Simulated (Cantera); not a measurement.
Input: 1 mol Al(CH3)3, 130 mol NH3, 930 mol H2, 13 mol N2, equilibrated at 0.133 bar.

Equilibrium computed with Cantera from the NASA thermochemical tables; the gas is ideal and each condensed phase is pure. Candidate condensed phases: Al, AlN, C, C6H6, C7H8, C8H18; 97 gas species. The feed counts by its element totals alone. Rates play no part.

log p: log10 of the partial pressure in bar; n: condensed amount in mol.

```tsv
T (K)	log p H2	log p N2	log p CH4	log p HCN	log p H	n AlN(s)	n C(graphite)
1048	-0.91	-2.07	-3.48	…	-8.56	1.00	0
1098	-0.91	-2.07	-3.48	…	-8.06	1.00	0
1148	-0.91	-2.07	-3.48	…	-7.60	1.00	0
1198	-0.90	-2.07	-3.60	…	-7.17	1.00	0.732
1248	-0.90	-2.07	-3.76	…	-6.78	1.00	1.40
1298	-0.90	-2.07	-3.91	…	-6.42	1.00	1.82
1348	-0.90	-2.07	-4.04	…	-6.09	1.00	2.08
1398	-0.90	-2.07	-4.17	…	-5.78	1.00	2.23
1448	-0.90	-2.07	-4.29	…	-5.49	1.000	2.30
1498	-0.90	-2.07	-4.39	…	-5.22	1.000	2.30
1548	-0.90	-2.07	-4.50	…	-4.96	1.000	2.23
```

Task: Complete the blanks.

Result: 
- 1048, log p HCN: -6.89
- 1098, log p HCN: -6.38
- 1148, log p HCN: -5.92
- 1198, log p HCN: -5.62
- 1248, log p HCN: -5.39
- 1298, log p HCN: -5.18
- 1348, log p HCN: -4.98
- 1398, log p HCN: -4.80
- 1448, log p HCN: -4.63
- 1498, log p HCN: -4.47
- 1548, log p HCN: -4.32
